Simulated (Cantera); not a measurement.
An isothermal, constant-pressure homogeneous reactor starts with C₂H₆ : N₂ = 1 : 1.5 (molar parts), at 1325 K and 1.01 bar. Integrator tolerance rtol = 1e-08.

Model: GRI-Mech 3.0 (53 species, 325 reactions), integrated in Cantera. GRI-Mech 3.0 stops at C3 and has no aromatics, soot or wall deposition, so with more carbon than oxygen in the feed, carbon stays in small species such as C2H2 where larger ones or solid carbon would form.

Problem. What does this change do: pressure from 1.01 bar to 0.240 Torr?

Solution. 
```tsv
quantity	before	after
x(C₂H₆) at 20.0 s	0.000393 (gas-phase equilibrium 0.000324)	5.70e-6 (gas-phase equilibrium 2.84e-10)
x(C₂H₂) at 20.0 s	0.125 (gas-phase equilibrium 0.0944)	0.130 (gas-phase equilibrium 0.175)
x(CH₂) at 20.0 s	4.04e-11 (gas-phase equilibrium 3.41e-11)	1.88e-9 (gas-phase equilibrium 6.86e-11)
x(C₂H) at 20.0 s	2.70e-10 (gas-phase equilibrium 1.88e-10)	2.33e-9 (gas-phase equilibrium 1.33e-8)
x(H) at 20.0 s	7.75e-7 (gas-phase equilibrium 7.39e-7)	8.13e-6 (gas-phase equilibrium 6.13e-5)
```
Radical loss at walls, strong at low pressure, is not modelled.
